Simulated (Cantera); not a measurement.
Feed: 1 mol MgO, 7.3 mol C, 0.46 mol H2, equilibrated at 0.00133 bar.

Cantera equilibrium calculation (NASA polynomials, part measured and part estimated; ideal gas, pure solids and liquids). Candidate condensed phases: C, C6H6, C7H8, C8H18, H2O, Mg, MgCO3, MgO, Mg(OH)2; 116 gas species. The tables' values for MgH are old estimates; treat these amounts as uncertain. Equilibrium is a limit: real reactors are often held back by kinetics, nucleation or transport. All values below are at 1252 °C.

Base state: CO 0.406, Mg 0.406, H2 0.187, H 0.000280, MgH 6.81e-5 (mole fractions); condensed: C(graphite).

### Question
What changes in the equilibrium state with this change: MgO replaced by Ta2O5?

### Answer
```
species             before     after
----------------  --------  --------
CO                   0.406     0.916
H2                   0.187    0.0841
H                 0.000280  0.000188
Mg                   0.406         0
MgH                6.81e-5         0
C(graphite), mol      6.30     0.300
TaC(s), mol              0      2.00
```
TaC: taken at fixed stoichiometry. Condensed phases not in the tables: Ta2C. Further candidate phases: Ta, TaC, Ta2O5.

### Question
What changes in the equilibrium state with this change: pressure from 0.00133 bar to 0.100 bar?

### Answer
```tsv
species	before	after
H2	0.187	0.977
CO	0.406	0.0115
Mg	0.406	0.0115
CH4	1.06e-7	0.000218
C2H2 (acetylene)	2.26e-6	1.18e-5
H	0.000280	7.39e-5
MgH	6.81e-5	3.80e-5
C(graphite), mol	6.30	7.29
MgO(s), mol	0	0.995
```
